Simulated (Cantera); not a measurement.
Mixture: 24.8 % H₂, 15.3 % O₂, 57.5 % N₂, 2.48 % H₂O, equivalence ratio 0.81, at 4430 Torr, adiabatic and at constant pressure. Ignition delay is the time to a rise of 400 K.

Model: the H2/O2 subset of GRI-Mech 3.0, which has no nitrogen chemistry, integrated in Cantera. The hydrogen kinetics of GRI-Mech 3.0 are dated; newer H2 mechanisms differ, most at raised pressure.

Question: Predict: delay at 1025 K; delay at 1100 K; delay at 1175 K; delay at 1250 K; delay at 1325 K; delay at 1400 K; apparent activation energy between 1250 and 1400 K.

Answer: 
```
Property                                                Result
--------------------------------------------------  ----------
delay at 1025 K                                        6.93 ms
delay at 1100 K                                        1.05 ms
delay at 1175 K                                        84.3 µs
delay at 1250 K                                        11.4 µs
delay at 1325 K                                        5.81 µs
delay at 1400 K                                        3.82 µs
apparent activation energy between 1250 and 1400 K  110 kJ/mol
```
